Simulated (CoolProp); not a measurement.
Vapour-liquid equilibrium of R152A (1) + methanol (2) at 9.99 kPa; x and y are mole fractions of (1).

Computed with CoolProp (multi-fluid Helmholtz-energy mixture model, Outcalt 1996 and de Reuck 1993; pair parameters Bell 2016).

```csv
x,"bubble temperature, mixture model (°C)","bubble temperature, Raoult's law (°C)","y, mixture model","y, Raoult's law"
0.05,-48.4,-12.3,0.991,0.830
0.125,-58.2,-30.1,0.997,0.959
0.2,-60.3,-39.2,0.997,0.983
0.275,-60.7,-45.1,0.997,0.991
0.35,-60.8,-49.4,0.997,0.995
0.425,-60.8,-52.7,0.997,0.997
0.5,-61.0,-55.4,0.997,0.998
0.575,-61.3,-57.7,0.998,0.998
0.65,-61.9,-59.6,0.998,0.999
0.725,-62.6,-61.3,0.998,0.999
0.8,-63.4,-62.8,0.999,1.000
0.875,-64.4,-64.2,0.999,1.000
0.95,-65.4,-65.4,1.000,1.000
```

The largest gap from Raoult's law is -36.1 K in bubble temperature, at x = 0.05. No azeotrope shows between x = 0.05 and 0.95.

The pair parameters rest on a limited set of measurements; away from them the model extrapolates. With so large a gap from Raoult's law the liquid may split in two, which this calculation doesn't test in full.
